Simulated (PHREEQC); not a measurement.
**Reverse-osmosis permeate**

Synthetic water in mmol/kgw, 25 °C, pH 6.7, pe 0.4: Na 0.173; K 0.0106; Ca 0.0482; Mg 0.00743; Cl 0.126; S(6) 0.0373; Alkalinity (meq/kgw) 0.0894; Fe(2) 0.0029; N(-3) 0.000592.

Valence states are taken as typed.

All values are PHREEQC results (ion-association model, phreeqc.dat), not measurements.

```json
{
 "ionic_strength": "0.000390 mol/kgw",
 "charge_balance_error": "1.9 %"
}
```

```
species  molality  activity   log γ
-------  --------  --------  ------
Na+      0.000173  0.000169  -0.010
Cl-      0.000126  0.000123  -0.010
HCO3-     8.94e-5   8.74e-5  -0.010
Ca+2      4.79e-5   4.38e-5  -0.039
CO2       3.92e-5   3.92e-5   0.000
SO4-2     3.69e-5   3.38e-5  -0.039
K+        1.06e-5   1.04e-5  -0.010
Mg+2      7.37e-6   6.74e-6  -0.039
Fe+2      2.86e-6   2.61e-6  -0.039
```

This is a speciation only: nothing precipitates in the calculation. Complexes and solids missing from the database can't appear.
